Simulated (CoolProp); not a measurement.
Properties of ammonia along the isobar 0.101 MPa.

Model: reference Helmholtz-energy equation of state, Gao 2020, in CoolProp.

| T (°C) | phase | speed of sound (m/s) | conductivity (mW/(m K)) |
|---|---|---|---|
| -4.75 | gas | ___ | 22.6 |
| 38.05 | gas | 442.3 | ___ |
| 80.85 | gas | 470.3 | 31.0 |
| 123.65 | gas | 496.0 | ___ |
| 166.45 | gas | 519.9 | 43.3 |
| 209.25 | gas | 542.5 | 50.2 |
| 251.95 | gas | 563.9 | 57.2 |
| 294.75 | gas | 584.3 | 64.0 |
| 337.55 | gas | 604.0 | 70.0 |

### Question
Fill in the missing entries.

### Answer

- -4.75, speed of sound (m/s): 410.8
- 38.05, conductivity (mW/(m K)): 26.2
- 123.65, conductivity (mW/(m K)): 36.7

Thermal conductivity comes from a separate model (Tufeu 1984).
